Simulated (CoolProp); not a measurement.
Model: reference Helmholtz-energy equation of state, Thol 2017, in CoolProp.

Q: Give the vapour pressure (kPa), liquid density (kg/m³), vapour density (kg/m³), enthalpy of vaporisation (kJ/kg) of saturated octamethyltrisiloxane (MDM) at 291.4, 295.8, 300.2 K.

A: 
```tsv
T (K)	p (kPa)	liquid density (kg/m³)	vapour density (kg/m³)	enthalpy of vaporisation (kJ/kg)
291.4	0.317	822	0.0310	207
295.8	0.427	818	0.0412	205
300.2	0.570	813	0.0541	204
```
